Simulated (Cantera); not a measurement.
An isothermal, constant-pressure homogeneous reactor starts with N₂O : H₂O = 1 : 0.056 (molar parts), at 1448 K and 1330 Pa.

Model: GRI-Mech 3.0 (53 species, 325 reactions), integrated in Cantera. GRI-Mech 3.0 was tuned for natural gas; its chemistry of N2O as a main component is partial and can be far from experiment. Radical loss at walls, strong at low pressure, is not modelled. The temperature is held fixed by assumption; the heat of reaction is taken as removed at once.

Predict: x(N₂O) at 8.00 s; x(H₂O) at 8.00 s; x(O) at 8.00 s; x(N₂) at 8.00 s; x(OH) at 8.00 s; x(NO) at 8.00 s; x(H) at 8.00 s.


```
Property                                             Value
----------------  ----------------------------------------
x(N₂O) at 8.00 s    0.0149 (gas-phase equilibrium 6.85e-9)
x(H₂O) at 8.00 s     0.0362 (gas-phase equilibrium 0.0359)
x(O) at 8.00 s     3.39e-5 (gas-phase equilibrium 9.63e-6)
x(N₂) at 8.00 s        0.576 (gas-phase equilibrium 0.642)
x(OH) at 8.00 s   0.000181 (gas-phase equilibrium 9.63e-5)
x(NO) at 8.00 s      0.112 (gas-phase equilibrium 0.00105)
x(H) at 8.00 s     4.33e-7 (gas-phase equilibrium 5.74e-8)
```
